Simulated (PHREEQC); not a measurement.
A PHREEQC speciation (ion-association model, wateq4f.dat) at 25 °C gives pH 1.90 and these molalities:

```tsv
species	mol/kgw
H3PO4	0.0226
H+	0.0138
H2PO4-	0.0138
```

What are the element totals, and what could have been dissolved in 1 kg of water to give them?

This is not unique; one that fits is totals P 0.0365 mol/kgw, from 0.0365 mol H3PO4 per kg of water.

Precipitation was switched off in this run. H3PO4, which wateq4f.dat lacks, is added to it with the constant of phreeqc.dat.
